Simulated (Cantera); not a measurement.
Feed: 1 mol SiHCl3, 2.9 mol HCl, 56 mol N2, equilibrated at 1175 K and 218 Torr.

Cantera equilibrium calculation (NASA polynomials, part measured and part estimated; ideal gas, pure solids and liquids). Candidate condensed phases: NH4Cl, Si, Si3N4; 28 gas species. N2 is the only nitrogen source here; it is nearly inert below about 1500 K, so the nitride shown seldom forms there in practice. The tables' values for SiCl3 are old estimates; treat these amounts as uncertain. The numbers say what is thermodynamically allowed, not how fast it happens.

Base state: N2 0.930, HCl 0.0496, SiCl4 0.0121, H2 0.00766, SiCl3 0.000109, SiHCl3 4.38e-5 (mole fractions); condensed: Si3N4(s).

What changes in the equilibrium state with this change: N2 from 56 to 6.3 mol?


| species | before | after |
|---|---|---|
| N2 | 0.930 | 0.607 |
| HCl | 0.0496 | 0.233 |
| SiCl4 | 0.0121 | 0.0848 |
| H2 | 0.00766 | 0.0734 |
| SiHCl3 | 4.38e-5 | 0.000630 |
| SiCl3 | 0.000109 | 0.000507 |
| SiCl2 | 9.68e-6 | 2.96e-5 |
| Si3N4(s), mol | 0.0890 | 0.0397 |
